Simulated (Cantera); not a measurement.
**Equilibrium for carbon deposition, reforming and gasification: C₂H₄ + O₂ + H₂**

Input: 1 mol C₂H₄, a varied amount of O₂, 64 mol H₂, equilibrated at 1330 Pa.

Method: chemical equilibrium by Gibbs-energy minimisation in Cantera with the NASA 1993 tables (ideal gas, pure condensed phases). Candidate condensed phases: C, C₆H₆, C₇H₈, C₈H₁₈, H₂O; 110 gas species. The numbers say what is thermodynamically allowed, not how fast it happens.

Stable condensed phases:

```
T in K \ n(O₂) in mol
          0.1 0.27 0.44 0.61 0.78 0.94  1.1  1.3  1.4  1.6
   2300     A    A    A    A    B    B    B    B    B    B
   2200     A    A    A    A    A    B    B    B    B    B
   2100     A    A    A    A    A    B    B    B    B    B
   2000     A    A    A    A    A    A    B    B    B    B
   1900     A    A    A    A    A    A    B    B    B    B
   1800     A    A    A    A    A    A    B    B    B    B
   1700     A    A    A    A    A    A    B    B    B    B
   1600     A    A    A    A    A    A    B    B    B    B
   1500     A    A    A    A    A    A    B    B    B    B
   1400     A    A    A    A    A    A    B    B    B    B
   1300     A    A    A    A    A    A    B    B    B    B
   1200     A    A    A    A    A    A    B    B    B    B
```

A: C; B: gas only.
